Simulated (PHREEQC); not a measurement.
Make-up at 25 °C: 0.12 mol/kgw NaHSO4, 0.0011 mol/kgw NaBF4 and 0.00064 mol/kgw NiSO4. Closed to the air; pH follows from the charge balance.

Computed with PHREEQC (ion-association model, wateq4f.dat).

**Question.** The ionic strength comes out as 0.210 mol/kgw. What activity coefficients do HF2-, BF3OH-, SO4-2, HSO4-, F- get?

**Answer.** HF2- 0.70, BF3OH- 0.68, SO4-2 0.29, HSO4- 0.73, F- 0.70.

No solid was allowed to form. Real BF4- forms and hydrolyses slowly; the run takes it at equilibrium.
